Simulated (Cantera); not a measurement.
## Low-pressure radical oxidation in H2/O2

A perfectly stirred reactor is fed with 4.31 % H2, 95.7 % O2, equivalence ratio 0.022, at 0.00260 bar; it is held at 1473 K, and followed from long to short residence time.

Cantera simulation using GRI-Mech 3.0 (53 species, 325 reactions); the numbers are that mechanism's predictions, not measurements. Radical loss at walls, strong at low pressure, is not modelled. The temperature is held fixed by assumption; the heat of reaction is taken as removed at once.

| τ (s) | x H2 | x O2 | x HO2 | x H | x O | x H2O2 | x H2O |
|---|---|---|---|---|---|---|---|
| 22 | 0.000155 | 0.947 | 1.36e-7 | 0.000414 | 0.00724 | 3.97e-9 | 0.0419 |
| 8.9 | 0.000249 | 0.942 | 1.73e-7 | 0.000859 | 0.0118 | 4.85e-9 | 0.0411 |
| 3.7 | 0.000365 | 0.936 | 2.06e-7 | 0.00155 | 0.0175 | 5.60e-9 | 0.0401 |
| 1.5 | 0.000490 | 0.929 | 2.32e-7 | 0.00240 | 0.0236 | 6.16e-9 | 0.0390 |
| 0.62 | 0.000599 | 0.924 | 2.48e-7 | 0.00313 | 0.0281 | 6.50e-9 | 0.0382 |
| 0.26 | 0.000710 | 0.921 | 2.56e-7 | 0.00360 | 0.0307 | 6.71e-9 | 0.0376 |
| 0.11 | 0.000879 | 0.920 | 2.62e-7 | 0.00388 | 0.0318 | 6.93e-9 | 0.0372 |
| 0.044 | 0.00126 | 0.920 | 2.69e-7 | 0.00410 | 0.0318 | 7.32e-9 | 0.0365 |
| 0.018 | 0.00213 | 0.921 | 2.78e-7 | 0.00436 | 0.0306 | 8.05e-9 | 0.0353 |
| 0.0074 | 0.00409 | 0.923 | 2.91e-7 | 0.00464 | 0.0280 | 9.23e-9 | 0.0328 |
x: mole fraction; the columns are a selection and need not sum to one.
